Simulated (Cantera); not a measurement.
Thermodynamics of silicon nitride deposition, feed Si₂Cl₆ + N₂ + H₂

Charge: 1 mol Si₂Cl₆, a varied amount of N₂, 18 mol H₂, equilibrated at 0.000360 bar.

These are equilibrium values from Cantera (NASA tables, ideal gas, pure condensed phases), not measurements of a reactor. Candidate condensed phases: NH₄Cl, Si, Si₃N₄; 28 gas species. The feed counts by its element totals alone. N₂ is the only nitrogen source here; it is nearly inert below about 1500 K, so the nitride shown seldom forms there in practice. Mutual solubility and eutectic melting of coexisting phases are not modelled. The tables' values for SiCl₃ are old estimates. Rates play no part.

**Question.** Map the stable condensed phases over T = 725, 825, 925, 1025, 1125, 1225, 1325, 1425, 1525, 1625, 1725 °C and n(N₂) in mol = 1.2, 1.7, 2.3, 3.1, 4.1, 5.6, 7.5, 10, 14, 19.

**Answer.** 
```
T in °C \ n(N₂) in mol
         1.2 1.7 2.3 3.1 4.1 5.6 7.5  10  14  19
   1725    A   A   A   A   A   A   A   A   A   A
   1625    A   A   A   A   A   A   A   A   A   A
   1525    B   B   B   B   B   B   B   B   B   B
   1425    B   B   B   B   B   B   B   B   B   B
   1325    B   B   B   B   B   B   B   B   B   B
   1225    B   B   B   C   D   D   D   D   D   D
   1125    D   D   D   D   D   D   D   D   D   D
   1025    D   D   D   D   D   D   D   D   D   D
    925    D   D   D   D   D   D   D   D   D   D
    825    D   D   D   D   D   D   D   D   D   D
    725    D   D   D   D   D   D   D   D   D   D
```
A: gas only; B: Si; C: Si + Si₃N₄; D: Si₃N₄.
